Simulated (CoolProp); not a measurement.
A simple Rankine cycle with n-hexane: condensing at 301.15 K, boiler at 1.31 MPa, turbine inlet 458.6 K, turbine efficiency 0.7, pump efficiency 0.7, no recuperator. Each further row changes one setting.

Computed with CoolProp (reference Helmholtz-energy equation of state, Thol 2019).

```
case                             thermal efficiency (%)  net work (kJ/kg)  heat in (kJ/kg)  turbine exit temperature (K)  volume ratio over the turbine
-------------------------------  ----------------------  ----------------  ---------------  ----------------------------  -----------------------------
as stated                                          15.8               101              639                         393.0                           67.0
turbine inlet 478.6 K                              15.6               108              694                         415.5                           63.3
condensing temperature 293.15 K                    16.7               110              657                         388.7                           94.2
boiler pressure 0.917 MPa                          14.8              96.8              656                         403.2                           42.3
turbine efficiency 0.6                             13.5              86.2              639                         400.0                           68.2
```
